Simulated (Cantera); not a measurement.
A closed system holds: 1 mol HMDSO, 0.77 mol O₃, 32 mol N₂, 2.2 mol CO₂, held at 725 K and 12.8 Torr.

Cantera equilibrium calculation (NASA polynomials, part measured and part estimated; ideal gas, pure solids and liquids). The feed counts by its element totals alone. The numbers say what is thermodynamically allowed, not how fast it happens.

```tsv
species	before	after
N₂	0.745	0.765
H₂	0.186	0.198
CO	0.0286	0.0166
CO₂	0.0202	0.00678
H₂O	0.0174	0.0107
CH₄	0.00302	0.00341
C(graphite), mol	5.97	6.08
SiO₂(α-quartz), mol	2.00	2.00
```
Gas species are given as mole fractions.

Problem. What was changed between the two runs?
(A) CO₂ from 2.2 to 1.2 mol
(B) CO₂ from 2.2 to 13 mol
(C) pressure from 12.8 Torr to 0.278 Torr
(D) temperature from 725 K to 1173 K

Solution. A, CO₂ from 2.2 to 1.2 mol
